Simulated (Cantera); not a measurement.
Cantera run, input and output.

```python
import numpy as np
import cantera as ct

gas = ct.Solution("gri30.yaml")


def delay(T, t_max=10):
    gas.TPX = T, 1400000, {'CH4': 1, 'H2': 0.66, 'O2': 3.07, 'N2': 13.5}
    reactor = ct.IdealGasConstPressureReactor(gas, clone=False)
    net = ct.ReactorNet([reactor])
    net.rtol, net.atol = 1e-8, 1e-16
    while net.time < t_max:
        t_old, T_old = net.time, reactor.T
        net.step()
        if reactor.T > T + 400:  # ignition: a rise of 400 K
            return t_old + (T + 400 - T_old) / (reactor.T - T_old) * (net.time - t_old)
    return np.nan


taus = []
for T in [1298, 1348, 1398, 1448, 1498, 1548, 1598, 1648, 1698, 1748]:
    taus.append(delay(T))
    print(f"T0 = {T:6g} K   tau = {taus[-1]:.4e} s")
```

It prints:

```
T0 =   1298 K   tau = 1.0368e-04 s
T0 =   1348 K   tau = 6.8449e-05 s
T0 =   1398 K   tau = 4.7462e-05 s
T0 =   1448 K   tau = 3.3949e-05 s
T0 =   1498 K   tau = 2.4804e-05 s
T0 =   1548 K   tau = 1.8414e-05 s
T0 =   1598 K   tau = 1.3853e-05 s
T0 =   1648 K   tau = 1.0548e-05 s
T0 =   1698 K   tau = 8.1236e-06 s
T0 =   1748 K   tau = 6.3247e-06 s
```

Model: GRI-Mech 3.0 (53 species, 325 reactions), integrated in Cantera. The pressure lies above the range GRI-Mech 3.0 was tuned for (to about 10 atm).
